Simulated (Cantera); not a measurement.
A freely propagating, adiabatic, planar premixed flame of 35.5 % H₂, 16.2 % O₂, 48.3 % N₂, equivalence ratio 1.1, unburnt at 650 K and 750 Torr; mixture-averaged transport, grid criteria slope 0.08 and curve 0.16, no radiation.

Computed with Cantera and the H2/O2 subset of GRI-Mech 3.0, which has no nitrogen chemistry. Burning velocities carry a grid error of a few per cent, more on coarse grids.

Task: Predict: laminar burning velocity; thermal thickness; peak x(OH); peak x(O); peak x(H₂O₂).

Result: 
| Quantity | Value |
|---|---|
| laminar burning velocity | 1080 cm/s |
| thermal thickness | 0.453 mm |
| peak x(OH) | 0.0254 |
| peak x(O) | 0.0169 |
| peak x(H₂O₂) | 9.28e-6 |
